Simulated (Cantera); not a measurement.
A perfectly stirred reactor is fed with NH₃ : H₂ = 1 : 1.9 (molar parts), at 1.00 bar; it is held at 2300 K, and followed from long to short residence time.

Computed with Cantera and the gas-phase N/H chemistry of the illustrative SiF4/NH3 mechanism in the Surface Chemkin manual (1991). Walls and surfaces, which speed up NH3 decomposition in real reactors, are not modelled.

```json
[
 {"quantity": "x(NH₃) at τ = 2.40 s", "before": "0.000672", "after": "0.000384"},
 {"quantity": "x(H₂) at τ = 2.40 s", "before": "0.863", "after": "0.853"},
 {"quantity": "x(N) at τ = 2.40 s", "before": "2.37e-6", "after": "1.64e-5"},
 {"quantity": "x(NH) at τ = 2.40 s", "before": "4.96e-6", "after": "1.50e-5"},
 {"quantity": "x(NH₂) at τ = 2.40 s", "before": "2.20e-5", "after": "2.89e-5"},
 {"quantity": "x(NH₃) at τ = 47.0 ms", "before": "0.0126", "after": "0.0732"},
 {"quantity": "x(H₂) at τ = 47.0 ms", "before": "0.859", "after": "0.823"},
 {"quantity": "x(N) at τ = 47.0 ms", "before": "7.58e-6", "after": "7.62e-6"},
 {"quantity": "x(NH) at τ = 47.0 ms", "before": "2.87e-5", "after": "5.20e-5"},
 {"quantity": "x(NH₂) at τ = 47.0 ms", "before": "0.000230", "after": "0.000756"}
]
```

### Question
Name the change that produced these shifts.
(A) temperature 2300 to 2198 K
(B) NH3 1 to 0.3 parts
(C) temperature 2300 to 2025 K
(D) pressure from 1.00 bar to 113 Torr

### Answer
D, pressure from 1.00 bar to 113 Torr
